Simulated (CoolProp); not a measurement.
Saturation properties of sulfur dioxide.

Model: reference Helmholtz-energy equation of state, Gao 2016, in CoolProp.

| T (K) | p (kPa) | vapour density (kg/m³) | enthalpy of vaporisation (kJ/kg) |
|---|---|---|---|
| 211.8 | 5.212 | 0.1902 | 432.7 |
| 219.3 | 8.916 | 0.3148 | 426.5 |
| 226.9 | 14.72 | 0.5034 | 420.3 |
| 234.4 | 23.26 | 0.7721 | 414.1 |
| 242 | 35.73 | 1.153 | 407.7 |
| 249.5 | 52.97 | 1.665 | 401.4 |
| 257 | 76.43 | 2.345 | 394.9 |
| 264.6 | 108.1 | 3.243 | 388.3 |
| 272.1 | 148.9 | 4.375 | 381.5 |
| 279.7 | 201.8 | 5.818 | 374.5 |
| 287.2 | 267.6 | 7.584 | 367.3 |
| 294.7 | 348.9 | 9.744 | 359.9 |
| 302.3 | 449.6 | 12.40 | 352.1 |
| 309.8 | 569.5 | 15.54 | 344.1 |
| 317.4 | 714.4 | 19.33 | 335.6 |

It boils at 263.1 K under 1 atm.
